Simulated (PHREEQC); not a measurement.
PHREEQC input (ion-association model, phreeqc.dat):

```
SOLUTION_SPECIES
  CO3-2 + 10 H+ + 8 e- = CH4 + 3 H2O  # shut off: no methane
    -log_k -100
    -delta_h 0
    -analytic -100
  SO4-2 + 9 H+ + 8 e- = HS- + 4 H2O  # shut off: sulfate is not reduced
    -log_k -100
    -delta_h 0
    -analytic -100
SOLUTION 1
  temp 25
  units mol/kgw
  pH 7 charge
  S(6) 0.022
  Na 0.044
  C(4) 0.25
  K 0.5
END
SELECTED_OUTPUT 1
  -reset false
  -pH true
  -pe true
  -ionic_strength true
  -water true
  -totals C K Na S C(-4) C(4) S(-2) S(6) Hdg Ntg
  -molalities H+ Na+ K+ CO3-2 SO4-2 OH- HCO3- CO2 (CO2)2 HSO4-
    S-2 HS- H2S NaOH NaCO3- NaHCO3 NaSO4- KSO4-
USER_PUNCH 1
  -headings p_Hdg(g) phi_Hdg(g) p_Ntg(g) phi_Ntg(g) p_H2O(g) phi_H2O(g) density
  10 PUNCH PR_P("Hdg(g)"), PR_PHI("Hdg(g)"), PR_P("Ntg(g)"), PR_PHI("Ntg(g)"), PR_P("H2O(g)"), PR_PHI("H2O(g)"), RHO
PRINT
  -reset false
USE solution 1
REACTION_TEMPERATURE 1
  10
GAS_PHASE 1
  -fixed_pressure
  -pressure 100
  -temperature 10
  -volume 20
  Hdg(g) 46
  Ntg(g) 54
  H2O(g) 0
END
# ... the last block is repeated for the other 8 points of T (°C)
```

Selected output (columns that matter, 9 of 9 rows; T (°C) added in front):

```
T (°C)	pH	mu	C	K	Na	S	Hdg	Ntg	p_Hdg(g)	phi_Hdg(g)	p_Ntg(g)	phi_Ntg(g)	p_H2O(g)	phi_H2O(g)
10	11.789	0.7755	0.25006	0.50013	0.044011	0.022006	0.031209	0.032758	45.989	1.0398	53.992	0.96473	0.018519	0.70565
20	11.543	0.76341	0.25012	0.50024	0.044022	0.022011	0.029086	0.028055	45.981	1.0389	53.985	0.97363	0.033868	0.72837
30	11.324	0.75098	0.25021	0.50043	0.044038	0.022019	0.027688	0.024784	45.968	1.038	53.972	0.98144	0.059374	0.74899
40	11.131	0.73918	0.25036	0.50071	0.044063	0.022031	0.02684	0.022502	45.949	1.0372	53.951	0.98829	0.10018	0.76762
50	10.961	0.72865	0.25056	0.50113	0.044099	0.02205	0.026424	0.020931	45.919	1.0364	53.918	0.99433	0.16325	0.78439
60	10.812	0.7196	0.25086	0.50173	0.044152	0.022076	0.026366	0.019891	45.874	1.0357	53.868	0.99966	0.25774	0.79935
70	10.68	0.71197	0.25129	0.50257	0.044226	0.022113	0.026614	0.019266	45.81	1.0349	53.794	1.0044	0.39536	0.81256
80	10.565	0.70556	0.25187	0.50374	0.044329	0.022165	0.027133	0.018981	45.72	1.0342	53.69	1.0086	0.59072	0.82405
90	10.465	0.70019	0.25266	0.50532	0.044468	0.022234	0.027901	0.018983	45.594	1.0335	53.544	1.0123	0.86164	0.83383
```

The ionic strength reaches 0.78 mol/kgw; past about 0.7 this activity model is rough. Away from 25 °C the constants follow the database's enthalpies or fits; those with neither stay at their 25 °C values.
